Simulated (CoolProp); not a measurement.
n-dodecane along the isobar 2520 kPa: fugacity coefficient from the reference equation and from simpler models built on Tc = 658.1 K, pc = 1818 kPa, ω = 0.574; each cubic takes its own stable root.

Computed with CoolProp (reference Helmholtz-energy equation of state, Lemmon 2004). It is a short technical equation, of lower accuracy than the large ones.

```tsv
T (K)	phase	reference
523.4	liquid	0.08842
537.2	liquid	0.1127
551	liquid	0.1410
564.8	liquid	0.1734
578.6	liquid	0.2098
592.4	liquid	0.2501
606.2	liquid	0.2939
620	liquid	0.3407
```

### Question
How far does each simpler model (Redlich-Kwong, Soave-Redlich-Kwong, Peng-Robinson) lie from the reference over these 8 states: mean and median of the absolute difference, and the worst?

### Answer
- Redlich-Kwong: mean 54.3 %, median 50.2 %, worst +97.8 % at 523.4 K and 2520 kPa
- Soave-Redlich-Kwong: mean 8.7 %, median 8.9 %, worst +9.6 % at 620 K and 2520 kPa
- Peng-Robinson: mean 4.6 %, median 4.6 %, worst +5.0 % at 620 K and 2520 kPa
